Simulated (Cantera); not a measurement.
What does this Cantera script print?

```python
import numpy as np
import cantera as ct

gas_names = """
    N NO NO2 NO3 N2 N2O O O2 O3 Si SiN SiO SiO2 Si2 Si2N Si3
""".split()
cond_names = """
    Si(cr) Si(L) SiO2(Lqz) SiO2(hqz) SiO2(L) Si2N2O(s) Si3N4(a)
""".split()


# ... load() reads the species with a 1 bar reference pressure and builds the phases ...
atoms = {
    'Si3N4': {'Si': 3, 'N': 4},
    'O2': {'O': 2},
    'N2': {'N': 2},
}
top_T = {'Si2N2O(s)': 2100, 'Si3N4(a)': 2400}  # K; cautious upper limits of use, not melting points


# ... equilibrate(T, P, feed) seeds the gas with the atoms and calls Mixture.equilibrate('TP', solver="vcs", rtol=1e-11, max_steps=5000) ...
results = []
feed = {'Si3N4': 1, 'O2': 0.044, 'N2': 11}  # mol
P = 10000  # Pa
for T in [1425, 1475, 1525, 1575, 1625, 1675, 1725, 1775, 1825, 1875, 1925]:
    mix = equilibrate(T, P, feed)
    results.append((T, P, feed, dict(zip(mix.species_names, mix.species_moles))))

top = {s: max(r[3][s] / sum(r[3][g] for g in gas_names) for r in results) for s in gas_names}
cols = sorted((s for s in top if top[s] > 0.0001), key=lambda s: -top[s])[:8]
seen = [c for c in cond_names if any(r[3].get(c, 0) > 1e-12 for r in results)]
print("log10 of partial pressures in bar; condensed amounts in mol")
print(f"{'T/K':>10s}" + "".join(f"{s[:9]:>10s}" for s in cols + seen))
for T, P, feed, n in results:
    ng = sum(n[g] for g in gas_names)
    print(f"{T:10.4g}" + "".join(f"{np.log10(max(n[s] / ng * P / 1e5, 1e-99)):10.3f}" for s in cols)
          + "".join(f"{n.get(c, 0):10.4g}" for c in seen))
```

Output:

```
log10 of partial pressures in bar; condensed amounts in mol
       T/K        N2       SiO        Si Si2N2O(s)  Si3N4(a)
      1425    -1.000    -8.230   -11.460     0.088    0.9413
      1475    -1.000    -7.512   -10.601     0.088    0.9413
      1525    -1.000    -6.841    -9.800   0.08798    0.9413
      1575    -1.000    -6.214    -9.051   0.08793    0.9414
      1625    -1.000    -5.627    -8.348   0.08774    0.9414
      1675    -1.000    -5.076    -7.688   0.08707    0.9416
      1725    -1.000    -4.558    -7.067   0.08495    0.9423
      1775    -1.000    -4.069    -6.482   0.07859    0.9445
      1825    -1.001    -3.609    -5.929   0.06074    0.9504
      1875    -1.003    -3.173    -5.405   0.01322    0.9661
      1925    -1.004    -3.103    -4.910         0    0.9701
```

Equilibrium computed with Cantera from the NASA thermochemical tables; the gas is ideal and each condensed phase is pure. Mutual solubility and eutectic melting of coexisting phases are not modelled. The tables' values for SiN are old estimates; treat these amounts as uncertain.
